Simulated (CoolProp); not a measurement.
Vapour-liquid equilibrium of R1234yf (1) + isobutane (2) at 0.147 MPa; x and y are mole fractions of (1).

Computed with CoolProp (multi-fluid Helmholtz-energy mixture model, Lemmon 2022 and Bücker 2006; pair parameters Bell 2016).

### Question
Give the bubble temperature and the first vapour's composition at x = 0.425, 0.65, 0.875. Is there an azeotrope?

### Answer
x = 0.425: 253.6 K, y = 0.626; x = 0.65: 252.1 K, y = 0.721; x = 0.875: 251.8 K, y = 0.863. y crosses x between x = 0.8 and 0.875: the model has an azeotrope there.

Pair parameters are fitted to limited data, so mixtures are less certain than the pure fluids.
